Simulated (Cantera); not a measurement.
Equilibrium for chemical vapour transport: B + HCl + O2 + Cl2

A closed system holds: 1 mol B, 0.36 mol HCl, 0.11 mol O2, 0.38 mol Cl2.

Equilibrium computed with Cantera from the NASA thermochemical tables; the gas is ideal and each condensed phase is pure. Candidate condensed phases: B, B2O3, B3O3H3, H2O; 33 gas species. Mutual solubility and eutectic melting of coexisting phases are not modelled. The tables' values for BCl2 are old estimates. The numbers say what is thermodynamically allowed, not how fast it happens.

Stable condensed phases:

```
T in K \ P in Pa
            1000    2700    7200   19000   52000  140000  370000 1000000
   1423        A       A       A       A       A       A       A       A
   1373        A       A       A       A       A       A       A       A
   1323        A       A       A       A       A       A       A       A
   1273        A       A       A       A       A       A       A       A
   1223        B       A       A       A       A       A       A       A
   1173        B       B       B       A       A       A       A       A
   1123        B       B       B       B       B       B       A       A
   1073        B       B       B       B       B       B       B       B
   1023        B       B       B       B       B       B       B       B
    973        B       B       B       B       B       B       B       B
    923        B       B       B       B       B       B       B       B
    873        B       B       B       B       B       B       B       B
    823        B       B       B       B       B       B       B       B
```

A: B; B: B + B2O3.
